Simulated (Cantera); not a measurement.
Standard-state values (1 bar) from the NASA 1993 polynomials, evaluated with Cantera. Values are per mole of reaction as written; species without (g) are pure solids or liquids, kept so even where they would boil at 1 bar.

Q: Between 300 and 1723 K, where is each reaction favourable under standard conditions?
- 6 HBr(g) + 2 Al → 3 H₂(g) + 2 AlBr₃(g)
- 3 Br₂(g) + 2 Al(g) → 2 AlBr₃(g)

A: 
- 6 HBr(g) + 2 Al → 3 H₂(g) + 2 AlBr₃(g): ΔG° is -555 kJ at 300 K and -329 kJ at 1723 K; it stays negative (K > 1). ΔH° is -622 kJ and ΔS° -170 J/K at 1723 K.
- 3 Br₂(g) + 2 Al(g) → 2 AlBr₃(g): ΔG° is -1463 kJ at 300 K and -952 kJ at 1723 K; it stays negative (K > 1). ΔH° is -1561 kJ and ΔS° -354 J/K at 1723 K.
